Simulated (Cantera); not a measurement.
A perfectly stirred reactor is fed with 3.85 % CH4, 9.62 % O2, 86.5 % N2, at 16.8 atm; it is adiabatic with a 650 K inlet, and is followed from long to short residence time, starting on the burning branch (τ in s: 0.068, 0.032, 0.015, 0.0073, 0.0034, 0.0016, 0.00078, 0.00037, 0.00017, 8.3e-05, 3.9e-05, 1.9e-05).

Model: GRI-Mech 3.0 (53 species, 325 reactions), integrated in Cantera. The pressure lies above the range GRI-Mech 3.0 was tuned for (to about 10 atm).

Problem. Predict: blow-out, bracketed by the residence times tried; x(CH4) at τ = 68.0 ms; x(O2) at τ = 68.0 ms; x(C2H4) at τ = 68.0 ms; x(NO2) at τ = 68.0 ms; x(O) at τ = 68.0 ms; x(CH4) at τ = 0.780 ms; x(O2) at τ = 0.780 ms.

Solution. 
- blow-out, bracketed by the residence times tried = burning at 3.40 ms, out at 1.60 ms
- x(CH4) at τ = 68.0 ms = 2.77e-5
- x(O2) at τ = 68.0 ms = 0.0194
- x(C2H4) at τ = 68.0 ms = 2.53e-7
- x(NO2) at τ = 68.0 ms = 3.28e-8
- x(O) at τ = 68.0 ms = 1.28e-6
- x(CH4) at τ = 0.780 ms = 0.0385
- x(O2) at τ = 0.780 ms = 0.0962
